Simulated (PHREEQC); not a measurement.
Make-up at 25 °C: 0.083 mol/kgw (CH3)4NCl and 0.054 mol/kgw K2SO4. Closed to the air; pH follows from the charge balance.

All values are PHREEQC results (ion-association model, wateq4f.dat), not measurements.

```yaml
ionic_strength: 0.228 mol/kgw
```

```
species   molality  activity   log γ
--------  --------  --------  ------
K+          0.0996    0.0699  -0.154
Cl-         0.0830    0.0582  -0.154
(CH3)4N+    0.0830    0.0588  -0.150
SO4-2       0.0456    0.0127  -0.555
KSO4-      0.00844   0.00623  -0.132
OH-        2.06e-7   1.44e-7  -0.157
HSO4-      1.19e-7   8.55e-8  -0.143
H+         8.75e-8   6.93e-8  -0.101
```

This is a speciation only: nothing precipitates in the calculation. Complexes and solids missing from the database can't appear. (CH3)4N+ isn't in the database: it is added as a free cation with an ion size of 4 Å.
